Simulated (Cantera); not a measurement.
Input: 1 mol BaF₂, 14 mol H₂, 0.9 mol N₂, equilibrated at 2200 K and 0.0100 bar.

Equilibrium computed with Cantera from the NASA thermochemical tables; the gas is ideal and each condensed phase is pure. Candidate condensed phases: Ba, BaF₂; 24 gas species. The numbers say what is thermodynamically allowed, not how fast it happens.

Base state: H₂ 0.803, N₂ 0.0543, H 0.0505, HF 0.0315, BaF₂ 0.0302, BaF 0.0288, Ba 0.00134 (mole fractions); condensed: gas only.

**Question.** What changes in the equilibrium state with this change: pressure from 0.0100 bar to 0.00210 bar?

**Answer.** 
| species | before | after |
|---|---|---|
| H₂ | 0.803 | 0.744 |
| H | 0.0505 | 0.106 |
| N₂ | 0.0543 | 0.0525 |
| BaF₂ | 0.0302 | 0.0214 |
| HF | 0.0315 | 0.0395 |
| BaF | 0.0288 | 0.0342 |
| Ba | 0.00134 | 0.00267 |

**Question.** What changes in the equilibrium state with this change: temperature from 2200 K to 1425 K?

**Answer.** 
```csv
species,before,after
H₂,0.803,0.938
N₂,0.0543,0.0603
BaF₂,0.0302,0.000687
H,0.0505,6.61e-5
HF,0.0315,0.000236
BaF,0.0288,0.000232
Ba,0.00134,1.79e-6
"BaF₂(s), mol",0,0.986
```

**Question.** What changes in the equilibrium state with this change: BaF₂ replaced by NaCl?

**Answer.** 
```
species   before    after
-------  -------  -------
H₂         0.803    0.802
N₂        0.0543   0.0542
H         0.0505   0.0504
Na             0   0.0336
HCl            0   0.0321
HF        0.0315        0
BaF₂      0.0302        0
BaF       0.0288        0
NaCl           0   0.0266
Cl             0  0.00147
Ba       0.00134        0
```
Further candidate phases: NH₄Cl, Na, NaCl.
